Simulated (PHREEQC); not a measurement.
# Brine

Consider water at 25 °C with 5.2 mol NaCl, 0.075 mol BaCl2 and 0.2 mol MgCl2 per kg of water. Closed to the air; pH follows from the charge balance.

The numbers come from PHREEQC with the Pitzer model, pitzer.dat.

This is a speciation only: nothing precipitates in the calculation.

### Question
Predict the activity of water.

### Answer
activity of water 0.774.

Complexes and solids missing from the database can't appear.
